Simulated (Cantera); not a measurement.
A closed system holds: 1 mol Si, 0.043 mol CO₂, 600 mol N₂, 0.045 mol O₂, at 0.990 bar.

These are equilibrium values from Cantera (NASA tables, ideal gas, pure condensed phases), not measurements of a reactor. Candidate condensed phases: C, Si, SiC, SiO₂, Si₂N₂O, Si₃N₄; 34 gas species. Mutual solubility and eutectic melting of coexisting phases are not modelled. Rates play no part.

**Question.** Which condensed phases are stable at each of these points (T (°C)): 1350, 1425, 1500, 1575, 1650, 1725, 1800, 1875, 1950?

**Answer.** 
| T (°C) | condensed phases | Si condensed (%) |
|---|---|---|
| 1350 | Si₂N₂O(s) + Si₃N₄(s) | 99.9 |
| 1425 | Si₂N₂O(s) + Si₃N₄(s) | 99.6 |
| 1500 | Si₂N₂O(s) + Si₃N₄(s) | 97.7 |
| 1575 | Si₂N₂O(s) + Si₃N₄(s) | 88.9 |
| 1650 | Si₃N₄(s) | 86.5 |
| 1725 | Si₃N₄(s) | 85.6 |
| 1800 | Si₃N₄(s) | 81.4 |
| 1875 | Si(l) | 63.7 |
| 1950 | Si(l) | 41.8 |

From 1350 °C to 1575 °C the condensed part is Si₂N₂O(s) + Si₃N₄(s). From 1650 °C to 1800 °C the condensed part is Si₃N₄(s). From 1875 °C to 1950 °C the condensed part is Si(l).
